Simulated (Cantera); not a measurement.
An isothermal, constant-pressure homogeneous reactor starts with CO : O2 : H2O : N2 = 0.023 : 0.021 : 0.00066 : 1 (molar parts), equivalence ratio 0.55, at 1125 K and 8.78 atm. Integrator tolerance rtol = 1e-08.

Computed with Cantera and GRI-Mech 3.0 (53 species, 325 reactions).

Task: What does this change do: 0.044 parts CH4 added?

Result: 
```json
[
 {"quantity": "x(CO) at 40.0 s", "before": "2.08e-10 (gas-phase equilibrium 2.08e-10)", "after": "0.0226 (gas-phase equilibrium 0.0548)"},
 {"quantity": "x(O2) at 40.0 s", "before": "0.00919 (gas-phase equilibrium 0.00918)", "after": "8.57e-9 (gas-phase equilibrium <1e-12)"},
 {"quantity": "x(H2O) at 40.0 s", "before": "0.000639 (gas-phase equilibrium 0.000639)", "after": "0.0188 (gas-phase equilibrium 0.000978)"},
 {"quantity": "x(CO2) at 40.0 s", "before": "0.0223 (gas-phase equilibrium 0.0223)", "after": "0.00931 (gas-phase equilibrium 0.000691)"},
 {"quantity": "x(H) at 40.0 s", "before": "<1e-12 (gas-phase equilibrium <1e-12)", "after": "1.06e-9 (gas-phase equilibrium 3.98e-9)"},
 {"quantity": "x(NO) at 40.0 s", "before": "2.32e-7 (gas-phase equilibrium 2.47e-5)", "after": "9.13e-12 (gas-phase equilibrium <1e-12)"},
 {"quantity": "x(N2O) at 40.0 s", "before": "6.10e-9 (gas-phase equilibrium 6.03e-9)", "after": "<1e-12 (gas-phase equilibrium <1e-12)"}
]
```
The temperature is held fixed by assumption; the heat of reaction is taken as removed at once.
